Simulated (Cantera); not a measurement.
A perfectly stirred reactor is fed with 7.34 % H2, 12.0 % O2, 80.6 % N2, equivalence ratio 0.30, at 1.00 bar; it is held at 975 K, and followed from long to short residence time.

Model: GRI-Mech 3.0 (53 species, 325 reactions), integrated in Cantera. The temperature is held fixed by assumption; the heat of reaction is taken as removed at once.

Task: Predict: x(H2) at τ = 7.80 s; x(O2) at τ = 7.80 s; x(H2O2) at τ = 7.80 s; x(OH) at τ = 7.80 s; x(H2O) at τ = 7.80 s; x(H2) at τ = 37.0 ms; x(O2) at τ = 37.0 ms; x(H2O2) at τ = 37.0 ms; x(OH) at τ = 37.0 ms; x(H2O) at τ = 37.0 ms.

Result: x(H2) at τ = 7.80 s: 0.00172
x(O2) at τ = 7.80 s: 0.0876
x(H2O2) at τ = 7.80 s: 2.28e-5
x(OH) at τ = 7.80 s: 3.51e-7
x(H2O) at τ = 7.80 s: 0.0744
x(H2) at τ = 37.0 ms: 0.0323
x(O2) at τ = 37.0 ms: 0.101
x(H2O2) at τ = 37.0 ms: 0.000200
x(OH) at τ = 37.0 ms: 2.25e-6
x(H2O) at τ = 37.0 ms: 0.0424
